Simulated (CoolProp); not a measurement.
Vapour-liquid equilibrium of R1234yf (1) + R152A (2) at 11.55 °C; x and y are mole fractions of (1).

Model: multi-fluid Helmholtz-energy mixture model, Lemmon 2022 and Outcalt 1996; pair parameters Bell 2023, in CoolProp.

```tsv
x	bubble pressure, mixture model (MPa)	bubble pressure, Raoult's law (MPa)	y, mixture model	y, Raoult's law
0.05	0.4035	0.3957	0.072	0.058
0.125	0.4175	0.4007	0.167	0.143
0.2	0.4288	0.4057	0.250	0.226
0.275	0.4379	0.4107	0.325	0.308
0.35	0.4453	0.4157	0.395	0.387
0.425	0.4511	0.4208	0.462	0.464
0.5	0.4556	0.4258	0.528	0.539
0.575	0.4589	0.4308	0.594	0.613
0.65	0.4611	0.4358	0.660	0.685
0.725	0.4623	0.4409	0.729	0.755
0.8	0.4625	0.4459	0.799	0.824
0.875	0.4619	0.4509	0.872	0.891
0.95	0.4605	0.4559	0.948	0.957
```

The largest gap from Raoult's law is +7.2 % in bubble pressure, at x = 0.425. y crosses x between x = 0.725 and 0.8: the model has an azeotrope there.

The pair parameters rest on a limited set of measurements; away from them the model extrapolates.
